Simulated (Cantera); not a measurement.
Charge: 1 mol MgSO4, 0.076 mol H2O, held at 1425 K and 1330 Pa.

Equilibrium computed with Cantera from the NASA thermochemical tables; the gas is ideal and each condensed phase is pure. Candidate condensed phases: H2O, H2SO4, Mg, MgO, Mg(OH)2, MgS, MgSO4, S; 26 gas species. The numbers say what is thermodynamically allowed, not how fast it happens.

Base state: SO2 0.633, O2 0.316, H2O 0.0482, SO3 0.00230, OH 8.91e-5 (mole fractions); condensed: MgO(s).

Problem. What changes in the equilibrium state with this change: temperature from 1425 K to 1523.15 K?

Solution. 
```tsv
species	before	after
SO2	0.633	0.634
O2	0.316	0.317
H2O	0.0482	0.0481
SO3	0.00230	0.00137
O	6.76e-6	2.69e-5
OH	8.91e-5	0.000216
MgO(s), mol	1.00	1.00
```

Problem. What changes in the equilibrium state with this change: 0.0072 mol CH4 added?

Solution. 
```csv
species,before,after
SO2,0.633,0.630
O2,0.316,0.306
H2O,0.0482,0.0571
CO2,0,0.00455
OH,8.91e-5,9.61e-5
SO3,0.00230,0.00225
"MgO(s), mol",1.00,1.00
```
Further candidate phases: C, C6H6, C7H8, C8H18, MgCO3.
